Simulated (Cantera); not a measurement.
Charge: 1 mol AlI3, 4.1 mol H2O, 490 mol H2, equilibrated at 900 K and 87.0 mbar.

Equilibrium computed with Cantera from the NASA thermochemical tables; the gas is ideal and each condensed phase is pure. Candidate condensed phases: Al, AlI3, Al2O3, H2O, I2; 25 gas species. Rates play no part.

Base state: H2 0.989, HI 0.00598, H2O 0.00525, I 6.89e-5 (mole fractions); condensed: Al2O3(s).

### Question
What changes in the equilibrium state with this change: AlI3 replaced by Al?

### Answer
```tsv
species	before	after
H2	0.989	0.995
H2O	0.00525	0.00526
HI	0.00598	0
I	6.89e-5	0
Al2O3(s), mol	0.500	0.500
```
